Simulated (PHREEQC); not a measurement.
MgCl2 is added in steps, without added water, to 1 kg of water holding 0.0031 mol MnSO4, 5.2e-05 mol NiCl2, 3.1e-05 mol NaF and 0.019 mol NaCl, at 25 °C. No oxygen is let in. The system is closed to CO2. The run lets Brucite, Pyrochroite, Ni(OH)2, Ni4(OH)6SO4, Halite, Mirabilite, Epsomite, Morenosite precipitate or redissolve, and no other solid.

Base run: PHREEQC, ion-association model, wateq4f.dat. Each further column changes one thing. The table gives pH.

```json
[
 {"MgCl2 added (mol)": "0", "base": "6.68", "NiCl2 replaced by NH4Cl at the same molality": "6.61", "diluted 5-fold with water": "6.84", "NiCl2 from 5.2e-05 to 5.2e-06 mol/kgw": "6.69", "no solid may form": "6.68"},
 {"MgCl2 added (mol)": "0.002375", "base": "6.66", "NiCl2 replaced by NH4Cl at the same molality": "6.60", "diluted 5-fold with water": "6.80", "NiCl2 from 5.2e-05 to 5.2e-06 mol/kgw": "6.67", "no solid may form": "6.66"},
 {"MgCl2 added (mol)": "0.005542", "base": "6.64", "NiCl2 replaced by NH4Cl at the same molality": "6.59", "diluted 5-fold with water": "6.76", "NiCl2 from 5.2e-05 to 5.2e-06 mol/kgw": "6.66", "no solid may form": "6.64"},
 {"MgCl2 added (mol)": "0.007917", "base": "6.63", "NiCl2 replaced by NH4Cl at the same molality": "6.58", "diluted 5-fold with water": "6.73", "NiCl2 from 5.2e-05 to 5.2e-06 mol/kgw": "6.64", "no solid may form": "6.63"},
 {"MgCl2 added (mol)": "0.01108", "base": "6.62", "NiCl2 replaced by NH4Cl at the same molality": "6.57", "diluted 5-fold with water": "6.71", "NiCl2 from 5.2e-05 to 5.2e-06 mol/kgw": "6.63", "no solid may form": "6.62"},
 {"MgCl2 added (mol)": "0.01346", "base": "6.61", "NiCl2 replaced by NH4Cl at the same molality": "6.56", "diluted 5-fold with water": "6.69", "NiCl2 from 5.2e-05 to 5.2e-06 mol/kgw": "6.62", "no solid may form": "6.61"},
 {"MgCl2 added (mol)": "0.01663", "base": "6.60", "NiCl2 replaced by NH4Cl at the same molality": "6.55", "diluted 5-fold with water": "6.67", "NiCl2 from 5.2e-05 to 5.2e-06 mol/kgw": "6.60", "no solid may form": "6.60"},
 {"MgCl2 added (mol)": "0.019", "base": "6.59", "NiCl2 replaced by NH4Cl at the same molality": "6.54", "diluted 5-fold with water": "6.65", "NiCl2 from 5.2e-05 to 5.2e-06 mol/kgw": "6.60", "no solid may form": "6.59"}
]
```

 Solids allowed in the column 'NiCl2 replaced by NH4Cl at the same molality': Brucite, Pyrochroite, Halite, Mirabilite, Epsomite.
